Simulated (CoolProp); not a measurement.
Properties of dodecamethylcyclohexasiloxane (D6) at several states.

The numbers come from the reference Helmholtz-energy equation of state, Colonna 2008 in CoolProp. It is a short technical equation, of lower accuracy than the large ones.

| T (K) | p (MPa) | phase | density (kg/m³) | cv (kJ/(kg K)) | speed of sound (m/s) |
|---|---|---|---|---|---|
| 400.4 | 5.18 | liquid | 874.6 | ___ | ___ |
| 472.5 | 0.191 | liquid | ___ | 1.741 | 395.3 |
| 364.1 | 1.72 | liquid | 901.2 | 1.539 | ___ |
| 323.5 | 1.4 | liquid | 944.2 | 1.465 | 634.4 |
| 558 | 0.477 | liquid | ___ | 1.883 | 252.1 |
| 586.5 | 0.149 | gas | ___ | ___ | 95.32 |

Question: Complete the blanks.

Answer: 
- 400.4, cv (kJ/(kg K)): 1.612
- 400.4, speed of sound (m/s): 548.4
- 472.5, density (kg/m³): 768.2
- 364.1, speed of sound (m/s): 574.5
- 558, density (kg/m³): 645.6
- 586.5, density (kg/m³): 15.00
- 586.5, cv (kJ/(kg K)): 1.887
